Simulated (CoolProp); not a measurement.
R365MFC at several states: Z from the reference equation and from simpler models built on Tc = 186.9 °C, pc = 3.266 MPa, ω = 0.377; each cubic takes its own stable root.

The numbers come from the reference Helmholtz-energy equation of state, Lemmon 2016 in CoolProp.

| T (°C) | p (MPa) | phase | reference | van der Waals | Redlich-Kwong | Peng-Robinson |
|---|---|---|---|---|---|---|
| 104.75 | 0.0388 | gas | 0.9917 | 0.9944 | 0.9929 | 0.9916 |
| 201.65 | 0.486 | gas | 0.9498 | 0.9577 | 0.9524 | 0.9481 |
| 197.15 | 2.83 | gas | 0.6350 | 0.6625 | 0.6370 | 0.6210 |
| 127.55 | 0.0435 | gas | 0.9924 | 0.9945 | 0.9933 | 0.9921 |
